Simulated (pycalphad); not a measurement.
All values are pycalphad results on the COST 507 light-alloy database (1999) (1 atm), not direct measurements. These are 1990s assessments: newer ones move some temperatures and phases. Not assessed as a whole: an extrapolation from subsystems, which can miss ternary compounds.

# Al-26.46Sn-0.2401Si (wt.%): equilibrium cooling sequence

```json
[
 {"T (°C)": "620.9", "phases above": "LIQUID", "phases below": "FCC_A1 + LIQUID"},
 {"T (°C)": "417.5", "phases above": "FCC_A1 + LIQUID", "phases below": "DIAMOND_A4 + FCC_A1 + LIQUID"},
 {"T (°C)": "229.2", "phases above": "DIAMOND_A4 + FCC_A1 + LIQUID", "phases below": "BCT_A5 + DIAMOND_A4 + FCC_A1"}
]
```

Changes were sought between steps of 75 K, so a narrower field can be missed.

FCC_A1 is fcc; DIAMOND_A4 is diamond (Si); BCT_A5 is bct (Sn).
